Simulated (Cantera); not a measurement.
# Adiabatic ignition

An adiabatic, constant-volume homogeneous reactor starts with CH₄ : CO : O₂ : N₂ = 1 : 0.085 : 3.58 : 13.5 (molar parts), at 1248 K and 0.987 atm.

Model: GRI-Mech 3.0 (53 species, 325 reactions), integrated in Cantera.

| t (s) | T (K) | P (bar) | x CH₄ | x CO | x O₂ | x CO₂ | x H₂O | x H |
|---|---|---|---|---|---|---|---|---|
| 3.00e-6 | 1248 | 1.00 | 0.0551 | 0.00468 | 0.197 | 2.88e-10 | 1.49e-10 | 3.01e-11 |
| 6.59e-6 | 1248 | 1.00 | 0.0551 | 0.00468 | 0.197 | 6.42e-10 | 5.85e-10 | 3.41e-11 |
| 1.45e-5 | 1248 | 1.00 | 0.0551 | 0.00468 | 0.197 | 1.45e-9 | 1.78e-9 | 3.84e-11 |
| 3.18e-5 | 1248 | 1.00 | 0.0551 | 0.00468 | 0.197 | 3.36e-9 | 5.17e-9 | 4.80e-11 |
| 6.98e-5 | 1248 | 1.000 | 0.0551 | 0.00468 | 0.197 | 8.18e-9 | 1.67e-8 | 7.07e-11 |
| 0.000153 | 1248 | 1.000 | 0.0551 | 0.00468 | 0.197 | 2.18e-8 | 6.48e-8 | 1.30e-10 |
| 0.000337 | 1248 | 1.000 | 0.0551 | 0.00468 | 0.197 | 6.47e-8 | 3.08e-7 | 3.10e-10 |
| 0.000739 | 1248 | 1.00 | 0.0550 | 0.00468 | 0.197 | 2.12e-7 | 1.76e-6 | 9.92e-10 |
| 0.00162 | 1248 | 1.00 | 0.0550 | 0.00468 | 0.197 | 7.07e-7 | 1.18e-5 | 3.67e-9 |
| 0.00357 | 1249 | 1.00 | 0.0550 | 0.00468 | 0.197 | 2.44e-6 | 7.06e-5 | 1.00e-8 |
| 0.00783 | 1251 | 1.00 | 0.0546 | 0.00471 | 0.197 | 1.05e-5 | 0.000353 | 3.10e-8 |
| 0.0172 | 2219 | 1.83 | <1e-12 | 0.0204 | 0.0863 | 0.0376 | 0.0886 | 0.00805 |
| 0.0378 | 2538 | 2.05 | <1e-12 | 0.00606 | 0.0768 | 0.0533 | 0.102 | 0.000894 |
| 0.0829 | 2537 | 2.05 | <1e-12 | 0.00605 | 0.0767 | 0.0533 | 0.102 | 0.000892 |
| 0.182 | 2537 | 2.05 | <1e-12 | 0.00605 | 0.0767 | 0.0533 | 0.102 | 0.000892 |
| 0.400 | 2537 | 2.05 | <1e-12 | 0.00605 | 0.0767 | 0.0533 | 0.102 | 0.000892 |
x: mole fraction; the columns are a selection and need not sum to one.

```yaml
time_of_steepest_temperature_rise: 17.2 ms
temperature at 0.400 s: 2537 K
equilibrium_temperature: 2537 K
x(CH₄) at 0.400 s: <1e-12 (gas-phase equilibrium <1e-12)
x(CO) at 0.400 s: 0.00605 (gas-phase equilibrium 0.00605)
x(O₂) at 0.400 s: 0.0767 (gas-phase equilibrium 0.0767)
```
